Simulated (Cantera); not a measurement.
A freely propagating, adiabatic, planar premixed flame of H₂ : O₂ : N₂ = 1 : 0.455 : 1.71 (molar parts), equivalence ratio 1.1, unburnt at 398 K and 1.00 bar; mixture-averaged transport, grid criteria slope 0.08 and curve 0.16, no radiation.

Cantera simulation using the H2/O2 subset of GRI-Mech 3.0, which has no nitrogen chemistry; the numbers are that mechanism's predictions, not measurements. Burning velocities carry a grid error of a few per cent, more on coarse grids.

What does this change do: inlet temperature 398 to 373 K?


| quantity | before | after |
|---|---|---|
| laminar burning velocity | 397 cm/s | 359 cm/s |
| thermal thickness | 0.394 mm | 0.381 mm |
| peak x(OH) | 0.0155 | 0.0151 |
| peak x(H₂O₂) | 7.43e-5 | 8.77e-5 |
| peak x(H) | 0.0565 | 0.0550 |

What does this change do: H2 1 to 0.78 parts?


| quantity | before | after |
|---|---|---|
| laminar burning velocity | 397 cm/s | 305 cm/s |
| thermal thickness | 0.394 mm | 0.382 mm |
| peak x(OH) | 0.0155 | 0.0152 |
| peak x(H₂O₂) | 7.43e-5 | 7.01e-5 |
| peak x(H) | 0.0565 | 0.0351 |
